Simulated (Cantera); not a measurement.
An isothermal, constant-pressure homogeneous reactor starts with 2.12 % CO, 0.193 % O₂, 1.25 % H₂O, 96.4 % N₂, equivalence ratio 5.5, at 1298 K and 1.00 atm.

Detailed kinetics in Cantera: GRI-Mech 3.0 (53 species, 325 reactions).

x: mole fraction; the columns are a selection and need not sum to one.

| t (s) | x CO | x O₂ | x H₂O | x H₂ | x H₂O₂ |
|---|---|---|---|---|---|
| 0.000900 | 0.0212 | 0.00193 | 0.0125 | 3.20e-8 | 2.29e-12 |
| 0.00168 | 0.0212 | 0.00193 | 0.0125 | 7.62e-7 | 5.33e-11 |
| 0.00313 | 0.0207 | 0.00174 | 0.0123 | 0.000155 | 9.02e-9 |
| 0.00585 | ? | ? | ? | ? | ? |
| 0.0109 | 0.0124 | 8.91e-7 | 0.00757 | 0.00473 | 9.64e-10 |
| 0.0204 | 0.0122 | 1.43e-7 | 0.00733 | 0.00511 | 2.55e-10 |
| 0.0380 | 0.0121 | 3.19e-8 | 0.00725 | 0.00525 | 7.37e-11 |
| 0.0710 | 0.0121 | 8.06e-9 | 0.00722 | 0.00531 | 2.14e-11 |
| 0.132 | 0.0120 | 2.16e-9 | 0.00721 | 0.00534 | 6.17e-12 |
| 0.247 | 0.0120 | 5.89e-10 | 0.00720 | 0.00535 | 1.75e-12 |
| 0.461 | 0.0120 | 1.62e-10 | 0.00720 | 0.00535 | <1e-12 |
| 0.861 | 0.0120 | 4.50e-11 | 0.00720 | 0.00536 | <1e-12 |
| 1.61 | 0.0120 | 1.26e-11 | 0.00720 | 0.00536 | <1e-12 |
| 3.00 | 0.0120 | 3.66e-12 | 0.00720 | 0.00536 | <1e-12 |

Problem. Some entries are withheld; supply them.

Solution. 
- 0.00585, x CO: 0.0136
- 0.00585, x O₂: 2.60e-5
- 0.00585, x H₂O: 0.00863
- 0.00585, x H₂: 0.00325
- 0.00585, x H₂O₂: 6.69e-9
